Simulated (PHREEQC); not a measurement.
# Acid mine or pickling water (model solution)

A made-up water analysis in mg/kgw, 25 °C, pH 3.48, pe 10.6: Na 290; K 43.5; Ca 143; Mg 410; Cl 734; S(6) as SO4 2040; Mn(2) 48.7; Zn 11.3; Sr 14.8; Al 67.8.

Valence states are taken as typed.

Equilibrium calculation in PHREEQC: ion-association model, phreeqc.dat.

```yaml
ionic_strength: 0.0736 mol/kgw
density: 1.001 g/cm³
total_alkalinity: -0.584 meq/kg
charge_balance_error: 2.2 %
```

```csv
species,molality,activity,log γ
Cl-,0.0207,0.0163,-0.103
Na+,0.0123,0.00989,-0.095
SO4-2,0.0116,0.00478,-0.386
Mg+2,0.0114,0.00500,-0.357
MgSO4,0.00550,0.00560,0.007
Ca+2,0.00263,0.00112,-0.371
```

No solid was allowed to form. Complexes and solids missing from the database can't appear.
